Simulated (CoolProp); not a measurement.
Nitrous oxide along the isobar 103 bar: Z from the reference equation and from simpler models built on Tc = 36.4 °C, pc = 72.45 bar, ω = 0.161; each cubic takes its own stable root.

Model: reference Helmholtz-energy equation of state, Lemmon 2006, in CoolProp. It is a short technical equation, of lower accuracy than the large ones.

| T (°C) | phase | reference | van der Waals | Soave-Redlich-Kwong |
|---|---|---|---|---|
| -4.55 | liquid | 0.2090 | 0.3165 | 0.2292 |
| 18.55 | liquid | 0.2165 | 0.3208 | 0.2448 |
| 41.75 | supercritical | ? | 0.3454 | 0.2998 |
| 64.85 | supercritical | 0.4934 | 0.4476 | 0.5273 |
| 87.95 | supercritical | 0.6556 | 0.6108 | 0.6798 |
| 111.15 | supercritical | 0.7437 | ? | 0.7659 |
| 134.25 | supercritical | 0.8021 | 0.7607 | 0.8234 |
| 157.45 | supercritical | ? | 0.8033 | ? |
| 180.55 | supercritical | ? | 0.8357 | 0.8968 |
| 203.75 | supercritical | ? | 0.8613 | 0.9214 |
| 226.85 | supercritical | 0.9213 | 0.8819 | 0.9408 |

Some entries are withheld; supply them.


- 41.75, reference: 0.2514
- 111.15, van der Waals: 0.7018
- 157.45, reference: 0.8445
- 157.45, Soave-Redlich-Kwong: 0.8653
- 180.55, reference: 0.8764
- 203.75, reference: 0.9015
